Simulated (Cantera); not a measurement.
# Cu2O + CO + H2 (carbothermic reduction)

Charge: 1 mol Cu2O, 8.3 mol CO, 0.38 mol H2, held at 19.0 Pa.

These are equilibrium values from Cantera (NASA tables, ideal gas, pure condensed phases), not measurements of a reactor. Candidate condensed phases: C, C6H6, C7H8, C8H18, Cu, CuO, Cu(OH)2, Cu2O, H2O; 113 gas species. Rates play no part.

From 875 °C to 1075 °C the condensed part is Cu(s). From 1125 °C to 1275 °C the condensed part is Cu(l). From 1325 °C to 1425 °C nothing is condensed. The main Cu-bearing gas is Cu throughout.

```tsv
T (°C)	x CO	x Cu	x CO2	x H2	x H2O	n Cu(s)	n Cu(l)
875	0.847	1.43e-5	0.109	0.0380	0.00580	2.00	0
925	0.847	6.11e-5	0.109	0.0373	0.00652	2.00	0
975	0.848	0.000232	0.108	0.0365	0.00724	2.00	0
1025	0.848	0.000792	0.107	0.0358	0.00794	1.99	0
1075	0.848	0.00247	0.106	0.0351	0.00860	1.98	0
1125	0.844	0.00683	0.105	0.0342	0.00922	0	1.94
1175	0.836	0.0175	0.103	0.0332	0.00974	0	1.85
1225	0.816	0.0418	0.100	0.0318	0.0101	0	1.62
1275	0.771	0.0947	0.0942	0.0294	0.0100	0	1.09
1325	0.693	0.187	0.0842	0.0258	0.00941	0	0
1375	0.693	0.187	0.0838	0.0253	0.00978	0	0
1425	0.693	0.187	0.0834	0.0246	0.0101	0	0
```
x: gas mole fraction; n: condensed amount in mol.
